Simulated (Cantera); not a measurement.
A closed system holds: 1 mol SiH2Cl2, 0.0074 mol Cl2, 51 mol H2, held at 1375 K and 2.80 mbar.

These are equilibrium values from Cantera (NASA tables, ideal gas, pure condensed phases), not measurements of a reactor. Candidate condensed phases: Si; 19 gas species. The tables' values for SiCl3 are old estimates; treat these amounts as uncertain. Rates play no part.

Base state: H2 0.965, HCl 0.0318, SiCl2 0.00303, H 6.36e-5, SiCl3 3.12e-5 (mole fractions); condensed: Si(s).

What changes in the equilibrium state with this change: temperature from 1375 K to 998.15 K?


```tsv
species	before	after
H2	0.965	0.974
HCl	0.0318	0.0211
SiCl4	1.48e-6	0.00292
H	6.36e-5	4.03e-8
SiHCl3	2.86e-6	0.000936
SiH2Cl2	8.19e-7	3.22e-5
Si(s), mol	0.838	0.737
```

What changes in the equilibrium state with this change: SiH2Cl2 replaced by Si3H8?


| species | before | after |
|---|---|---|
| H2 | 0.965 | 1.000 |
| HCl | 0.0318 | 0.000269 |
| H | 6.36e-5 | 6.47e-5 |
| SiCl2 | 0.00303 | 2.08e-7 |
| SiCl3 | 3.12e-5 | <1e-9 |
| Si(s), mol | 0.838 | 3.00 |
The feed counts by its element totals alone.

What changes in the equilibrium state with this change: temperature from 1375 K to 1600 K?


| species | before | after |
|---|---|---|
| H2 | 0.965 | 0.964 |
| HCl | 0.0318 | 0.0310 |
| SiCl2 | 0.00303 | 0.00344 |
| H | 6.36e-5 | 0.00101 |
| Si | 1.47e-7 | 3.48e-5 |
| SiCl | 5.86e-7 | 1.91e-5 |
| Cl | 1.74e-6 | 2.57e-5 |
| SiCl3 | 3.12e-5 | 7.86e-6 |
| Si(s), mol | 0.838 | 0.814 |
The tables' values for SiCl are old estimates; treat these amounts as uncertain.
